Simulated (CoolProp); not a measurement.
Vapour-liquid equilibrium of cis-2-butene (1) + acetone (2) at 285.2 K; x and y are mole fractions of (1).

Computed with CoolProp (multi-fluid Helmholtz-energy mixture model, Lemmon 2005 and Lemmon 2006; pair parameters Bell 2016).

```tsv
x	bubble pressure (kPa)	y at the bubble point	dew pressure at overall composition x (kPa)	liquid density (mol/L)
0.05	35.21	0.533	17.93	13.60
0.15	64.46	0.764	19.97	13.29
0.25	84.98	?	22.53	12.99
0.35	98.59	0.866	25.82	12.71
0.45	107.5	0.885	30.22	12.43
0.55	113.6	0.897	36.43	12.17
0.65	?	0.909	45.79	11.93
0.75	123.2	?	61.43	?
0.85	128.5	0.942	91.51	11.50
0.95	134.6	0.975	130.2	11.32
```

Problem. Complete the blanks.

Solution. 
- 0.25, y at the bubble point: 0.834
- 0.65, bubble pressure (kPa): 118.4
- 0.75, y at the bubble point: 0.922
- 0.75, liquid density (mol/L): 11.70

No azeotrope shows between x = 0.05 and 0.95.

Pair parameters are fitted to limited data, so mixtures are less certain than the pure fluids. With so large a gap from Raoult's law the liquid may split in two, which this calculation doesn't test in full.
